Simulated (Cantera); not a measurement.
Input: 1 mol AlCl₃, 0.47 mol O₂, 780 mol N₂, held at 0.170 bar.

These are equilibrium values from Cantera (NASA tables, ideal gas, pure condensed phases), not measurements of a reactor. Candidate condensed phases: Al, AlCl₃, AlN, Al₂O₃; 24 gas species. Rates play no part. All values below are at 1375 K.

Base state: N₂ 0.998, Cl 0.00132, Cl₂ 0.000542, AlCl₃ 0.000478 (mole fractions); condensed: Al₂O₃(s).

Question: What changes in the equilibrium state with this change: pressure from 0.170 bar to 0.0310 bar?

Answer: 
```tsv
species	before	after
N₂	0.998	0.997
Cl	0.00132	0.00196
AlCl₃	0.000478	0.000477
Cl₂	0.000542	0.000219
Al₂O₃(s), mol	0.313	0.313
```
